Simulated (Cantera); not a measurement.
A Cantera script and its output.

```python
import numpy as np
import cantera as ct

gas = ct.Solution("gri30.yaml")
gas.TPX = 1498, 1500000, {'CH4': 1, 'H2O': 26, 'H2': 1.4}
reactor = ct.IdealGasConstPressureReactor(gas, energy="off", clone=False)
net = ct.ReactorNet([reactor])
net.rtol, net.atol = 1e-08, 1e-18
show = ['CH4', 'H2O', 'H2', 'C2H2', 'OH', 'CO2', 'C2H4']
times = np.geomspace(4e-05, 2, 14)

steps = ct.SolutionArray(gas, extra=["t"])
rows = []
print(f"{'t/s':>10s}{'T/K':>9s}{'P/Pa':>11s}" + "".join(f"{s:>11s}" for s in show))
for t in times:
    while net.time < t:
        t_next = net.step()
        steps.append(gas.state, t=t_next)
    rows.append([np.interp(t, steps.t, y) for y in (steps.T, steps.P, *steps(*show).X.T)])
    print(f"{t:10.3e}{rows[-1][0]:9.1f}{rows[-1][1]:11.4g}" + "".join(f"{x:11.3e}" for x in rows[-1][2:]))
rate = np.gradient(steps.T, steps.t)
print("integrator steps:", len(steps.t))
if steps.T.max() > steps.T[0] + 200:
    print(f"time of steepest temperature rise: {steps.t[rate.argmax()]:.4e} s")
gas.TPX = 1498, 1500000, {'CH4': 1, 'H2O': 26, 'H2': 1.4}
gas.equilibrate("TP")
print(f"equilibrium (TP): T = {gas.T:.1f} K  " + "  ".join(f"{s} {gas[s].X[0]:.3e}" for s in show))
```

Output:

```
       t/s      T/K       P/Pa        CH4        H2O         H2       C2H2         OH        CO2       C2H4
 4.000e-05   1498.0    1.5e+06  3.520e-02  9.155e-01  4.930e-02  8.457e-11  2.755e-07  2.170e-14  5.182e-08
 9.194e-05   1498.0    1.5e+06  3.519e-02  9.155e-01  4.931e-02  2.106e-09  3.438e-07  1.877e-12  3.858e-07
 2.113e-04   1498.0    1.5e+06  3.517e-02  9.155e-01  4.932e-02  3.150e-08  3.640e-07  7.148e-11  2.105e-06
 4.858e-04   1498.0    1.5e+06  3.514e-02  9.155e-01  4.935e-02  3.709e-07  3.864e-07  1.861e-09  9.556e-06
 1.117e-03   1498.0    1.5e+06  3.506e-02  9.154e-01  4.943e-02  3.508e-06  4.028e-07  3.435e-08  3.402e-05
 2.567e-03   1498.0    1.5e+06  3.489e-02  9.153e-01  4.964e-02  2.390e-05  4.062e-07  3.851e-07  8.655e-05
 5.900e-03   1498.0    1.5e+06  3.450e-02  9.149e-01  5.017e-02  1.144e-04  4.063e-07  2.834e-06  1.617e-04
 1.356e-02   1498.0    1.5e+06  3.366e-02  9.141e-01  5.144e-02  3.890e-04  4.057e-07  1.685e-05  2.449e-04
 3.117e-02   1498.0    1.5e+06  3.191e-02  9.120e-01  5.422e-02  9.775e-04  4.043e-07  9.053e-05  3.699e-04
 7.165e-02   1498.0    1.5e+06  2.870e-02  9.077e-01  5.991e-02  1.920e-03  4.011e-07  4.450e-04  6.018e-04
 1.647e-01   1498.0    1.5e+06  2.419e-02  8.987e-01  7.019e-02  2.768e-03  3.933e-07  1.832e-03  8.984e-04
 3.785e-01   1498.0    1.5e+06  2.023e-02  8.835e-01  8.535e-02  2.413e-03  3.699e-07  5.333e-03  9.136e-04
 8.701e-01   1498.0    1.5e+06  1.702e-02  8.638e-01  1.037e-01  1.148e-03  3.306e-07  1.015e-02  5.246e-04
 2.000e+00   1498.0    1.5e+06  1.236e-02  8.428e-01  1.240e-01  3.702e-04  2.955e-07  1.453e-02  2.019e-04
integrator steps: 881
equilibrium (TP): T = 1498.0 K  CH4 6.527e-08  H2O 8.009e-01  H2 1.662e-01  C2H2 5.514e-15  OH 2.488e-07  CO2 2.143e-02  C2H4 3.952e-15
```

Computed with Cantera and GRI-Mech 3.0 (53 species, 325 reactions). The pressure lies above the range GRI-Mech 3.0 was tuned for (to about 10 atm).
